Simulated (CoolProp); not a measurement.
Values from CoolProp's reference Helmholtz-energy equation of state, Lemmon 2006. It is a short technical equation, of lower accuracy than the large ones.

Task: For n-decane, give the phase and the density (kg/m³), Joule-Thomson coefficient (K/MPa), isothermal compressibility (1/MPa), expansivity (1/kK) at 331.65 °C and 0.393 MPa; 346.85 °C and 0.393 MPa.

Result: 
- 331.65 °C and 0.393 MPa: gas; density 12.0, Joule-Thomson coefficient 9.98, isothermal compressibility 2.77, expansivity 2.23
- 346.85 °C and 0.393 MPa: gas; density 11.6, Joule-Thomson coefficient 9.03, isothermal compressibility 2.74, expansivity 2.12
